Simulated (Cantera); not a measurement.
Feed: 1 mol SiH2Cl2, 1.5 mol HCl, 230 mol N2, at 0.0270 bar.

Method: chemical equilibrium by Gibbs-energy minimisation in Cantera with the NASA 1993 tables (ideal gas, pure condensed phases). Candidate condensed phases: NH4Cl, Si, Si3N4; 28 gas species. N2 is the only nitrogen source here; it is nearly inert below about 1500 K, so the nitride shown seldom forms there in practice. Rates play no part.

Q: Which condensed phases are stable at each of these points (T (°C)): 577, 677, 777, 877, 977, 1077, 1177, 1277, 1377, 1477?

A: 
```csv
T (°C),condensed phases,Si condensed (%)
577,Si3N4(s),78.6
677,Si3N4(s),81.0
777,Si3N4(s),82.8
877,Si3N4(s),83.8
977,Si3N4(s),83.1
1077,Si3N4(s),76.6
1177,Si3N4(s),59.2
1277,Si3N4(s),34.2
1377,Si3N4(s),8.2
1477,gas only,0.0
```

From 577 °C to 1377 °C the condensed part is Si3N4(s). At 1477 °C nothing is condensed.
